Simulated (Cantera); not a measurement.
Input (Python, Cantera):

```python
import numpy as np
import cantera as ct

surf = ct.Interface("diamond.yaml", "diamond_100")
gas, bulk = surf.adjacent["gas"], surf.adjacent["diamond"]
k = surf.kinetics_species_index(bulk.species_names[0])
cover = ["c6HH", "c6H*", "c6*H", "c6**", "c6HM", "c6B"]

rows, drift = [], 0.0
print(f"{'xH':>10s}{'um/h':>11s}" + "".join(f"{s:>11s}" for s in cover))
for v in [0.0001, 0.00023, 0.00051, 0.0012, 0.0026, 0.0059, 0.013, 0.03, 0.069]:
    T, P, xH, xCH3 = 1150, 4400, v, 8.1e-05
    gas.TPX = T, P, {"H": xH, "CH3": xCH3, "CH4": 0.0058, "H2": 1 - xH - xCH3 - 0.0058}
    surf.TP = bulk.TP = T, P
    surf.coverages = "c6H*:0.1, c6HH:0.9"
    surf.advance_coverages(100.0)
    before = surf.coverages
    surf.advance_coverages(100.0)
    drift = max(drift, np.max(np.abs(surf.coverages - before) / (surf.coverages + 1e-9)))
    rate = surf.net_production_rates[k] * bulk.mean_molecular_weight / bulk.density * 3.6e9
    rows.append([rate, *surf[cover].coverages])
    print(f"{v:10.4g}{rate:11.4e}" + "".join(f"{x:11.3e}" for x in rows[-1][1:]))
```

It prints:

```
        xH       um/h       c6HH       c6H*       c6*H       c6**       c6HM        c6B
    0.0001 6.7613e-02  6.036e-01  2.542e-02  3.604e-01  5.241e-03  2.330e-03  1.835e-10
   0.00023 1.6122e-01  5.388e-01  2.931e-02  4.156e-01  1.020e-02  2.907e-03  4.375e-10
   0.00051 3.2663e-01  5.039e-01  3.127e-02  4.434e-01  1.534e-02  3.248e-03  8.863e-10
    0.0012 6.4310e-01  4.851e-01  3.227e-02  4.573e-01  1.962e-02  3.240e-03  1.745e-09
    0.0026 1.1038e+00  4.774e-01  3.269e-02  4.632e-01  2.198e-02  2.837e-03  2.995e-09
    0.0059 1.7447e+00  4.739e-01  3.295e-02  4.664e-01  2.332e-02  2.093e-03  4.734e-09
     0.013 2.3602e+00  4.727e-01  3.314e-02  4.680e-01  2.398e-02  1.320e-03  6.404e-09
      0.03 2.8442e+00  4.723e-01  3.338e-02  4.689e-01  2.434e-02  6.985e-04  7.718e-09
     0.069 3.1289e+00  4.721e-01  3.379e-02  4.690e-01  2.457e-02  3.360e-04  8.491e-09
```

Cantera simulation using the Harris–Goodwin 1993 mechanism for the reconstructed diamond (100) surface; the numbers are that mechanism's predictions, not measurements.
